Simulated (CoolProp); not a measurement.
Acetone at several states: Z from the reference equation and from simpler models built on Tc = 235.0 °C, pc = 4692 kPa, ω = 0.307; each cubic takes its own stable root.

Model: reference Helmholtz-energy equation of state, Lemmon 2006, in CoolProp. It is a short technical equation, of lower accuracy than the large ones.

```tsv
T (°C)	p (kPa)	phase	reference	van der Waals	Peng-Robinson
195.35	477	gas	[?]	[?]	[?]
39.65	6430	liquid	0.1853	[?]	[?]
182.95	31.5	gas	0.9961	0.9974	0.9964
```

Q: Fill in the missing entries.

A: 
- 195.35, reference: 0.9445
- 195.35, van der Waals: 0.9621
- 195.35, Peng-Robinson: 0.9488
- 39.65, van der Waals: 0.3543
- 39.65, Peng-Robinson: 0.2096
